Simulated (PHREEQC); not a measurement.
Consider water at 87 °C with 0.13 mol/kgw NiCl2, 0.0045 mol/kgw Na2SO4 and 0.002 mol/kgw MnSO4. Closed to the air; pH follows from the charge balance.

Equilibrium calculation in PHREEQC: ion-association model, wateq4f.dat.

| quantity | before | after |
|---|---|---|
| pH | 4.98 | 6.12 |
| ionic strength (mol/kgw) | 0.353 | 0.0175 |
| SO4-2 (mol/kgw) | 0.00262 | 0.00541 |
| Mn+2 (mol/kgw) | 0.00156 | 0.00110 |
| MnSO4 (mol/kgw) | 8.45e-5 | 0.000899 |
| NaSO4- (mol/kgw) | 3.25e-5 | 0.000185 |
| SI of Mirabilite (Na2SO4:10H2O) | -9.02 | -8.04 |

### Question
Name the change that produced these shifts.
A) temperature from 87 to 40 °C
B) temperature from 87 to 70 °C
C) NiCl2 left out
D) 0.0085 mol/kgw PbCl2 added
E) NiCl2 from 0.13 to 0.26 mol/kgw

### Answer
C, NiCl2 left out

This is a speciation only: nothing precipitates in the calculation. Away from 25 °C the constants follow the database's enthalpies or fits; those with neither stay at their 25 °C values.
